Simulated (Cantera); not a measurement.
Feed: 1 mol CuO, 0.48 mol C, 0.28 mol N2, at 100 Torr.

These are equilibrium values from Cantera (NASA tables, ideal gas, pure condensed phases), not measurements of a reactor. Candidate condensed phases: C, Cu, CuO, Cu2O; 27 gas species. Each liquid is taken as pure. Mutual solubility and eutectic melting of coexisting phases are not modelled. Rates play no part.

### Question
What share of the Cu ends up in condensed phases as a function of T (°C), at 1127, 1227, 1327, 1427, 1527, 1627, 1727, 1827, 1927, 2027, 2127, 2227, 2327?

### Answer
```
T (°C)  Cu condensed (%)               as
------  ----------------  ---------------
1127               100.0  Cu(l) + Cu2O(s)
1227               100.0  Cu(l) + Cu2O(s)
1327               100.0  Cu(l) + Cu2O(l)
1427                99.9  Cu(l) + Cu2O(l)
1527                99.7  Cu(l) + Cu2O(l)
1627                99.0            Cu(l)
1727                97.3            Cu(l)
1827                93.2            Cu(l)
1927                82.8            Cu(l)
2027                52.5            Cu(l)
2127                 0.0                -
2227                 0.0                -
2327                 0.0                -
```
